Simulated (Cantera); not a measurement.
A closed system holds: 1 mol borazine, 1.3 mol H2, equilibrated at 1.10 mbar.

Cantera equilibrium calculation (NASA polynomials, part measured and part estimated; ideal gas, pure solids and liquids). Candidate condensed phases: B, BN; 15 gas species. The feed counts by its element totals alone. Mutual solubility and eutectic melting of coexisting phases are not modelled. The tables' values for BH2 are old estimates; treat these amounts as uncertain. Kinetics and transport are ignored. All values below are at 1975 K.

Base state: H2 0.887, N2 0.0733, H 0.0389, BH2 0.000359, B 7.95e-5 (mole fractions); condensed: B(s) + BN(s).

Problem. What changes in the equilibrium state with this change: borazine replaced by B?

Solution. 
```tsv
species	before	after
H2	0.887	0.959
H	0.0389	0.0404
BH2	0.000359	0.000388
N2	0.0733	0
B	7.95e-5	7.95e-5
B(s), mol	0.693	0.999
BN(s), mol	2.30	0
```

Problem. What changes in the equilibrium state with this change: borazine replaced by B2O3?

Solution. 
```csv
species,before,after
H2,0.887,0.437
B2O3,0,0.289
HBO2,0,0.123
N2,0.0733,0
HBO,0,0.0519
BO,0,0.0481
B2O2,0,0.0174
H,0.0389,0.0273
H2O,0,0.00529
BO2,0,0.000886
OH,0,3.14e-5
BH2,0.000359,6.29e-8
"B(s), mol",0.693,0
"BN(s), mol",2.30,0
```
Further candidate phases: B2O3, B3O3H3, H2O.
